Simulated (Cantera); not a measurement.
An isothermal, constant-pressure homogeneous reactor starts with H2 : O2 = 0.41 : 1 (molar parts), at 1100 K and 0.0267 bar.

Computed with Cantera and the H2/O2 subset of GRI-Mech 3.0, which has no nitrogen chemistry. Radical loss at walls, strong at low pressure, is not modelled. The temperature is held fixed by assumption; the heat of reaction is taken as removed at once.

x: mole fraction; the columns are a selection and need not sum to one.

```tsv
t (s)	x H2	x O2	x O	x OH	x H	x H2O
0.000600	0.290	0.709	0.000121	5.83e-5	0.000300	0.000426
0.00160	0.0165	0.598	0.0489	0.00869	0.0822	0.245
0.00424	0.00432	0.648	0.0110	0.00424	0.00830	0.325
0.0113	0.000417	0.658	0.000980	0.00116	0.000198	0.339
0.0300	4.43e-5	0.660	0.000109	0.000387	7.32e-6	0.340
0.0799	6.78e-6	0.660	1.94e-5	0.000164	5.47e-7	0.340
0.212	1.46e-6	0.660	4.74e-6	8.12e-5	6.57e-8	0.340
0.565	3.97e-7	0.660	1.39e-6	4.39e-5	1.04e-8	0.340
1.50	?	0.660	?	?	?	0.340
4.00	4.16e-8	0.660	1.56e-7	1.47e-5	3.88e-10	0.340
10.6	1.49e-8	0.660	5.66e-8	8.83e-6	8.50e-11	0.340
28.3	?	0.660	?	?	2.23e-11	0.340
75.2	3.65e-9	0.660	1.35e-8	4.31e-6	1.04e-11	0.340
200	3.40e-9	0.660	1.25e-8	4.15e-6	9.30e-12	0.340
```

Problem. Complete the blanks.

Solution. 
- 1.50, x H2: 1.24e-7
- 1.50, x O: 4.51e-7
- 1.50, x OH: 2.50e-5
- 1.50, x H: 1.91e-9
- 28.3, x H2: 6.07e-9
- 28.3, x O: 2.29e-8
- 28.3, x OH: 5.62e-6
